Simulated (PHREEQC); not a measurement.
A solution holds 0.2 mol CdCl2 per kg of water, at 20 °C. It is in equilibrium with CO2 at log p = -3.5 (atm). Otherwise closed; pH follows from the charge balance.

All values are PHREEQC results (ion-association model, phreeqc.dat), not measurements.

### Question
The ionic strength comes out as 0.202 mol/kgw. What activity coefficients do CdCl3-, Cd+2, Cl-, H+, CdCl+ get?

### Answer
CdCl3- 0.75, Cd+2 0.31, Cl- 0.72, H+ 0.80, CdCl+ 0.75.

No solid was allowed to form.
